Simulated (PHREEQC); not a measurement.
Make-up at 60 °C: 0.05 mol/kgw Cu(NO3)2 and 0.2 mol/kgw HCl. Closed to the air; pH follows from the charge balance.

All values are PHREEQC results (ion-association model, phreeqc.dat), not measurements.

| quantity | before | after |
|---|---|---|
| pH | 0.81 | 0.80 |
| ionic strength (mol/kgw) | 0.310 | 0.200 |

**Question.** Which change was made?
A) diluted 5-fold with water
B) HCl from 0.2 to 0.3 mol/kgw
C) Cu(NO3)2 left out
D) HCl left out
E) temperature from 60 to 45 °C

**Answer.** C, Cu(NO3)2 left out

This is a speciation only: nothing precipitates in the calculation. Constants without temperature data keep their 25 °C values here.
